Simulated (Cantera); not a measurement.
Feed: 1 mol C3H6, 2.9 mol CO2, 23 mol N2, equilibrated at 0.000680 bar.

Method: chemical equilibrium by Gibbs-energy minimisation in Cantera with the NASA 1993 tables (ideal gas, pure condensed phases). Candidate condensed phases: C, C6H6, C7H8, C8H18, H2O; 136 gas species. Rates play no part. All values below are at 2125 K.

Base state: N2 0.708, CO 0.179, H2 0.0723, H 0.0375, HCN 0.00278, HNC 0.000195, CN 4.43e-5, C2H2 (acetylene) 3.32e-5 (mole fractions); condensed: gas only.

### Question
What changes in the equilibrium state with this change: C3H6 replaced by C2H4?

### Answer
```
species   before     after
-------  -------  --------
N2         0.708     0.758
CO         0.179     0.149
H2        0.0723    0.0368
H2O      1.23e-9    0.0150
CO2        <1e-9    0.0121
H         0.0375    0.0267
HCN      0.00278     <1e-9
OH         <1e-9   0.00135
O          <1e-9  0.000695
```
